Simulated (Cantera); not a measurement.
Reactions in the system H-Nb-O

Standard-state values (1 bar) from the NASA 1993 polynomials, evaluated with Cantera. Values are per mole of reaction as written; species without (g) are pure solids or liquids, kept so even where they would boil at 1 bar.

H₂(g) + 2 Nb₂O₅ = H₂O₂(g) + 4 NbO₂

```json
[
 {"T (K)": "300", "ΔH° (kJ)": "482.9", "ΔS° (J/K)": "47.0", "ΔG° (kJ)": "468.8", "log10 K": "-81.63"},
 {"T (K)": "1323", "ΔH° (kJ)": "504.7", "ΔS° (J/K)": "60.0", "ΔG° (kJ)": "425.3", "log10 K": "-16.79"},
 {"T (K)": "1373", "ΔH° (kJ)": "505.1", "ΔS° (J/K)": "60.3", "ΔG° (kJ)": "422.3", "log10 K": "-16.07"},
 {"T (K)": "1423", "ΔH° (kJ)": "505.4", "ΔS° (J/K)": "60.5", "ΔG° (kJ)": "419.3", "log10 K": "-15.39"},
 {"T (K)": "1473", "ΔH° (kJ)": "505.7", "ΔS° (J/K)": "60.7", "ΔG° (kJ)": "416.3", "log10 K": "-14.76"},
 {"T (K)": "1523", "ΔH° (kJ)": "506.0", "ΔS° (J/K)": "60.9", "ΔG° (kJ)": "413.2", "log10 K": "-14.17"},
 {"T (K)": "1573", "ΔH° (kJ)": "506.3", "ΔS° (J/K)": "61.1", "ΔG° (kJ)": "410.2", "log10 K": "-13.62"},
 {"T (K)": "1623", "ΔH° (kJ)": "506.6", "ΔS° (J/K)": "61.3", "ΔG° (kJ)": "407.1", "log10 K": "-13.10"},
 {"T (K)": "1673", "ΔH° (kJ)": "506.8", "ΔS° (J/K)": "61.4", "ΔG° (kJ)": "404.0", "log10 K": "-12.61"}
]
```
